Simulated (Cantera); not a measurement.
# Thermodynamics of chlorosilane synthesis and conversion, feed SiCl4 + HCl + H2

Charge: 1 mol SiCl4, 0.61 mol HCl, 1.7 mol H2, at 875 K and 10000 Pa.

Equilibrium computed with Cantera from the NASA thermochemical tables; the gas is ideal and each condensed phase is pure. Candidate condensed phases: Si; 19 gas species. The tables' values for SiCl3 are old estimates; treat these amounts as uncertain. Rates play no part.

| Item | Value |
|---|---|
| x(H2) | 0.512 |
| x(SiCl4) | 0.300 |
| x(HCl) | 0.186 |
| x(SiHCl3) | 0.00181 |
| x(SiCl3) | 2.21e-5 |
| gas amount | 3.310 mol |
| log10 activity of Si(s) (absent) | -5.96 |
